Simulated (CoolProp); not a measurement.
Properties of oxygen along the isotherm 185 K.

Values from CoolProp's reference Helmholtz-energy equation of state, Schmidt 1985.

```csv
p (bar),phase,Z,cv (kJ/(kg K)),viscosity (µPa s),conductivity (mW/(m K))
16.8,gas,0.9335,0.6703,14.2,?
33.6,gas,0.8623,0.6940,14.7,20.0
50.5,supercritical,0.7854,0.7217,15.6,22.4
67.3,supercritical,0.7047,0.7526,17.1,26.1
84.1,supercritical,0.6249,0.7820,19.7,31.5
101,supercritical,0.5606,0.7988,?,38.4
118,supercritical,?,0.7986,28.8,45.0
135,supercritical,?,0.7917,33.3,50.3
151,supercritical,0.5396,0.7856,36.9,54.2
168,supercritical,0.5617,?,40.2,?
185,supercritical,0.5881,?,43.1,60.9
202,supercritical,0.6171,0.7763,45.7,63.7
219,supercritical,0.6474,0.7757,48.1,66.3
235,supercritical,0.6768,0.7757,50.3,68.6
252,supercritical,0.7084,0.7763,52.4,71.0
```

### Question
Fill in the missing entries.

### Answer

- 16.8, conductivity (mW/(m K)): 18.2
- 101, viscosity (µPa s): 23.9
- 118, Z: 0.5289
- 135, Z: 0.5266
- 168, cv (kJ/(kg K)): 0.7809
- 168, conductivity (mW/(m K)): 57.8
- 185, cv (kJ/(kg K)): 0.7779

Viscosity comes from a separate model (Lemmon 2004). Thermal conductivity comes from a separate model (Lemmon 2004).
